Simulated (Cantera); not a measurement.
Cantera with NASA thermochemical tables; ideal gases at 1 bar, condensed phases pure. Values are per mole of reaction as written; species without (g) are pure solids or liquids, kept so even where they would boil at 1 bar. TiO: taken at fixed stoichiometry.

Task: Between 2250 and 2550 K, where is each reaction favourable under standard conditions?
- 3 TiO + 2 H2(g) + 2 CO(g) = C2H4(g) + Ti3O5

Result: 
- 3 TiO + 2 H2(g) + 2 CO(g) = C2H4(g) + Ti3O5: ΔG° is 353 kJ at 2250 K and 466 kJ at 2550 K; it stays positive (K < 1). ΔH° is -491 kJ and ΔS° -376 J/K at 2550 K.
